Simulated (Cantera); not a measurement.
## N2O furnace oxynitridation

A perfectly stirred reactor is fed with 31.2 % N₂O, 68.8 % O₂, at 3200 Pa; it is held at 1450 K, and followed from long to short residence time.

Model: GRI-Mech 3.0 (53 species, 325 reactions), integrated in Cantera. GRI-Mech 3.0 was tuned for natural gas; its chemistry of N2O as a main component is partial and can be far from experiment. Radical loss at walls, strong at low pressure, is not modelled. The temperature is held fixed by assumption; the heat of reaction is taken as removed at once.

```json
[
 {"τ (s)": "2.9", "x N₂O": "0.0736", "x O₂": "0.697", "x NO": "0.0453", "x N₂": "0.184", "x O": "4.26e-5", "x NO₂": "3.00e-5"},
 {"τ (s)": "1.2", "x N₂O": "0.133", "x O₂": "0.695", "x NO": "0.0343", "x N₂": "0.138", "x O": "4.32e-5", "x NO₂": "2.22e-5"},
 {"τ (s)": "0.46", "x N₂O": "0.206", "x O₂": "0.692", "x NO": "0.0205", "x N₂": "0.0822", "x O": "4.35e-5", "x NO₂": "1.29e-5"},
 {"τ (s)": "0.18", "x N₂O": "0.260", "x O₂": "0.690", "x NO": "0.0102", "x N₂": "0.0407", "x O": "4.36e-5", "x NO₂": "5.96e-6"},
 {"τ (s)": "0.072", "x N₂O": "0.289", "x O₂": "0.688", "x NO": "0.00451", "x N₂": "0.0181", "x O": "4.35e-5", "x NO₂": "2.30e-6"},
 {"τ (s)": "0.028", "x N₂O": "0.303", "x O₂": "0.688", "x NO": "0.00183", "x N₂": "0.00736", "x O": "4.32e-5", "x NO₂": "6.97e-7"},
 {"τ (s)": "0.011", "x N₂O": "0.309", "x O₂": "0.688", "x NO": "0.000721", "x N₂": "0.00293", "x O": "4.26e-5", "x NO₂": "1.67e-7"},
 {"τ (s)": "0.0045", "x N₂O": "0.311", "x O₂": "0.688", "x NO": "0.000287", "x N₂": "0.00119", "x O": "4.11e-5", "x NO₂": "3.41e-8"}
]
```
x: mole fraction; the columns are a selection and need not sum to one.
